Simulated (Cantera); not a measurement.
A perfectly stirred reactor is fed with CO : H₂ : O₂ : N₂ : H₂O = 1 : 0.042 : 0.599 : 2.25 : 0.31 (molar parts), at 25000 Pa; it is adiabatic with a 725 K inlet, and is followed from long to short residence time, starting on the burning branch (τ in s: 0.059, 0.018, 0.0055, 0.0017, 0.00051, 0.00016, 4.8e-05, 1.5e-05, 4.5e-06).

Computed with Cantera and GRI-Mech 3.0 (53 species, 325 reactions).

### Question
What does this change do: H2O 0.31 to 0.44 parts?

### Answer
| quantity | before | after |
|---|---|---|
| blow-out, bracketed by the residence times tried | burning at 0.510 ms, out at 0.160 ms | burning at 0.510 ms, out at 0.160 ms |
| x(CO) at τ = 59.0 ms | 0.0484 | 0.0417 |
| x(H₂) at τ = 59.0 ms | 0.00354 | 0.00420 |
| x(O₂) at τ = 59.0 ms | 0.0423 | 0.0391 |
| x(NO) at τ = 59.0 ms | 0.00132 | 0.000941 |
| x(N₂O) at τ = 59.0 ms | 7.81e-8 | 7.17e-8 |
| x(CO) at τ = 0.510 ms | 0.111 | 0.101 |
| x(H₂) at τ = 0.510 ms | 0.00722 | 0.00933 |
| x(O₂) at τ = 0.510 ms | 0.0752 | 0.0713 |
| x(NO) at τ = 0.510 ms | 1.32e-5 | 1.11e-5 |
| x(N₂O) at τ = 0.510 ms | 3.28e-8 | 3.03e-8 |

### Question
What does this change do: pressure from 25000 Pa to 43000 Pa?

### Answer
```
quantity                                                                        before                                 after
------------------------------------------------  ------------------------------------  ------------------------------------
blow-out, bracketed by the residence times tried  burning at 0.510 ms, out at 0.160 ms  burning at 0.510 ms, out at 0.160 ms
x(CO) at τ = 59.0 ms                                                            0.0484                                0.0386
x(H₂) at τ = 59.0 ms                                                           0.00354                               0.00262
x(O₂) at τ = 59.0 ms                                                            0.0423                                0.0373
x(NO) at τ = 59.0 ms                                                           0.00132                               0.00233
x(N₂O) at τ = 59.0 ms                                                          7.81e-8                               1.47e-7
x(CO) at τ = 0.510 ms                                                            0.111                                0.0915
x(H₂) at τ = 0.510 ms                                                          0.00722                               0.00779
x(O₂) at τ = 0.510 ms                                                           0.0752                                0.0643
x(NO) at τ = 0.510 ms                                                          1.32e-5                               3.14e-5
x(N₂O) at τ = 0.510 ms                                                         3.28e-8                               6.22e-8
```
